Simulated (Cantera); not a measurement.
A diamond (100) surface in a fixed gas of H2 with x(CH4) = 0.017, x(H) = 0.0013, x(CH3) = 0.00066, 9.75 Torr; coverages are run to steady state.

Computed with Cantera and the Harris–Goodwin 1993 mechanism for the reconstructed diamond (100) surface.

One state of this run: growth (µm/h) = 2.06; θ c6HH = 0.499; θ c6H* = 0.0175; θ c6*H = 0.335; θ c6** = 0.00830; θ c6HM = 0.0993. θ: site fractions in the mechanism's names (c6HH fully hydrogenated, c6H* and c6*H radical sites, c6** diradical, c6HM methylated).

**Question.** Which value of T (K) does it belong to?
A) 1325
B) 1400
C) 1100
D) 1025

**Answer.** D, 1025
